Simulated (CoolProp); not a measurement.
Vapour-liquid equilibrium of ethane (1) + n-butane (2) at 0.0334 MPa; x and y are mole fractions of (1).

Values from CoolProp's multi-fluid Helmholtz-energy mixture model, Bücker 2006 and Bücker 2006; pair parameters Kunz 2012.

### Question
Give the bubble temperature and the first vapour's composition at x = 0.45, 0.75, 0.85. Is there an azeotrope?

### Answer
x = 0.45: 178.5 K, y = 0.995; x = 0.75: 170.4 K, y = 0.999; x = 0.85: 168.6 K, y = 0.999. No azeotrope shows between x = 0.05 and 0.95.

Pair parameters are fitted to limited data, so mixtures are less certain than the pure fluids. The gap from Raoult's law changes sign with composition, which may be real or a fault of the pair parameters; it wasn't checked against measurements.
